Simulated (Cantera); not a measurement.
## Carbothermic reduction: Fe3O4 + CO

A closed system holds: 1 mol Fe3O4, 1.4 mol CO, equilibrated at 7.50 Torr.

Cantera equilibrium calculation (NASA polynomials, part measured and part estimated; ideal gas, pure solids and liquids). Candidate condensed phases: C, Fe, Fe(CO)5, FeO, Fe2O3, Fe3O4; 15 gas species. The tables' stoichiometric FeO is somewhat more stable than real wüstite, so its field is too wide. FeO: taken at fixed stoichiometry. Kinetics and transport are ignored.

From 948 K to 1648 K the condensed part is FeO(s). From 1748 K to 2148 K the condensed part is FeO(l).

| T (K) | x CO2 | x CO | x O2 | x Fe | n FeO(s) | n FeO(l) |
|---|---|---|---|---|---|---|
| 948 | 0.714 | 0.286 | <1e-12 | <1e-12 | 3.00 | 0 |
| 1048 | 0.714 | 0.286 | <1e-12 | 1.33e-12 | 3.00 | 0 |
| 1148 | 0.714 | 0.286 | <1e-12 | 6.77e-11 | 3.00 | 0 |
| 1248 | 0.714 | 0.286 | 1.67e-12 | 1.81e-9 | 3.00 | 0 |
| 1348 | 0.714 | 0.286 | 9.33e-11 | 2.93e-8 | 3.00 | 0 |
| 1448 | 0.714 | 0.286 | 2.98e-9 | 3.19e-7 | 3.00 | 0 |
| 1548 | 0.714 | 0.286 | 6.04e-8 | 2.53e-6 | 3.00 | 0 |
| 1648 | 0.714 | 0.286 | 8.46e-7 | 1.55e-5 | 3.00 | 0 |
| 1748 | 0.714 | 0.286 | 8.73e-6 | 6.92e-5 | 0 | 3.00 |
| 1848 | 0.714 | 0.286 | 6.97e-5 | 0.000260 | 0 | 3.00 |
| 1948 | 0.713 | 0.285 | 0.000447 | 0.000849 | 0 | 3.00 |
| 2048 | 0.707 | 0.287 | 0.00233 | 0.00248 | 0 | 3.00 |
| 2148 | 0.686 | 0.294 | 0.00949 | 0.00683 | 0 | 2.99 |
x: gas mole fraction; n: condensed amount in mol.
